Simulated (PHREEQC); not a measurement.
0.64 g of hydrous ferric oxide (600 m²/g; 0.2 weak and 0.005 strong sites per Fe, Dzombak-Morel constants, diffuse double layer) in 1 kg of water with 0.05 mol/kgw of an inert sodium salt and 0.0046 mmol/kgw NiCl2, at 25 °C; the pH is set by adding NaOH or the inert anion's acid. O2 is buffered at 0.21 atm. No CO2 enters from the air. Precipitation was switched off in this run.

The series has 13 steps of pH, from 4 to 12.

All values are PHREEQC results (ion-association model, wateq4f.dat), not measurements.

Problem. Near which pH is half of the Ni sorbed, and on which side is more sorbed?

Solution. Near pH 6.2, with more sorbed at higher pH.

Species that the database lacks are ignored.
